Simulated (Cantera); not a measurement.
A freely propagating, adiabatic, planar premixed flame of CO : H₂ : O₂ : N₂ = 1 : 0.063 : 0.625 : 2.35 (molar parts), equivalence ratio 0.85, unburnt at 375 K and 0.340 bar; mixture-averaged transport, grid criteria slope 0.08 and curve 0.16, no radiation.

Cantera simulation using GRI-Mech 3.0 (53 species, 325 reactions); the numbers are that mechanism's predictions, not measurements. Burning velocities carry a grid error of a few per cent, more on coarse grids.

x: mole fraction of selected species; z is measured from the peak of heat release.

```csv
z (mm),T (K),u (m/s),x CO,x H₂,x O₂,x H₂O,x CO₂,x H
-8.84,375,0.553,0.248,0.0156,0.155,<1e-8,<1e-8,<1e-8
-5.89,375,0.553,0.248,0.0156,0.155,1.22e-8,<1e-8,<1e-8
-4.42,375,0.553,0.248,0.0155,0.155,…,…,<1e-8
-2.95,375,0.553,0.248,0.0153,0.155,2.05e-6,4.90e-7,<1e-8
-1.47,384,0.565,0.248,…,0.155,…,…,<1e-8
-0.737,556,0.815,0.239,0.0110,0.150,0.00268,0.00844,0.000153
0,1011,1.45,0.197,0.00514,0.126,0.00924,0.0523,0.00400
0.737,1329,1.87,0.140,0.00129,0.0898,0.0107,0.117,0.00865
1.47,1505,2.08,0.105,0.00101,0.0705,0.00847,0.158,0.00989
2.95,1677,2.28,0.0844,0.00112,0.0612,0.00862,0.184,0.00794
5.89,1831,2.46,0.0744,0.00104,0.0576,0.0110,0.197,0.00470
11.8,1966,2.62,0.0631,0.000850,0.0535,0.0128,0.211,0.00259
23.6,2081,2.75,0.0514,0.000650,0.0488,0.0140,0.225,0.00139
```

Problem. Fill in the missing entries.

Solution. 
- -4.42, x H₂O: 1.52e-7
- -4.42, x CO₂: 2.29e-8
- -1.47, x H₂: 0.0138
- -1.47, x H₂O: 0.000147
- -1.47, x CO₂: 0.000128
